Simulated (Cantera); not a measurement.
Feed: 1 mol Fe2O3, a varied amount of C, 3.5 mol N2, at 1875 K and 1.20 mbar.

These are equilibrium values from Cantera (NASA tables, ideal gas, pure condensed phases), not measurements of a reactor. Candidate condensed phases: C, Fe, Fe(CO)5, FeO, Fe2O3, Fe3O4; 27 gas species. Each liquid is taken as pure. Iron dissolves carbon and melts from about 1420 K in contact with it, which pure phases cannot show. Mutual solubility and eutectic melting of coexisting phases are not modelled. The tables' stoichiometric FeO is somewhat more stable than real wüstite, so its field is too wide. FeO: taken at fixed stoichiometry. Condensed phases not in the tables: cementite and carbon dissolved in iron. Kinetics and transport are ignored.

Problem. What share of the Fe ends up in condensed phases as a function of n(C) (mol), at 0.4, 0.49, 0.6, 0.74, 0.91, 1.1, 1.4, 1.7, 2.1, 2.6, 3.2, 3.9?

Solution. 
```json
[
 {"n(C) (mol)": "0.4", "Fe condensed (%)": "99.8", "as": "FeO(l)"},
 {"n(C) (mol)": "0.49", "Fe condensed (%)": "99.7", "as": "FeO(l)"},
 {"n(C) (mol)": "0.6", "Fe condensed (%)": "99.2", "as": "FeO(l)"},
 {"n(C) (mol)": "0.74", "Fe condensed (%)": "97.6", "as": "FeO(l)"},
 {"n(C) (mol)": "0.91", "Fe condensed (%)": "94.1", "as": "FeO(l)"},
 {"n(C) (mol)": "1.1", "Fe condensed (%)": "87.7", "as": "FeO(l)"},
 {"n(C) (mol)": "1.4", "Fe condensed (%)": "82.1", "as": "Fe(l) + FeO(l)"},
 {"n(C) (mol)": "1.7", "Fe condensed (%)": "81.0", "as": "Fe(l) + FeO(l)"},
 {"n(C) (mol)": "2.1", "Fe condensed (%)": "79.6", "as": "Fe(l) + FeO(l)"},
 {"n(C) (mol)": "2.6", "Fe condensed (%)": "77.7", "as": "Fe(l) + FeO(l)"},
 {"n(C) (mol)": "3.2", "Fe condensed (%)": "76.4", "as": "Fe(l)"},
 {"n(C) (mol)": "3.9", "Fe condensed (%)": "76.4", "as": "Fe(l)"}
]
```
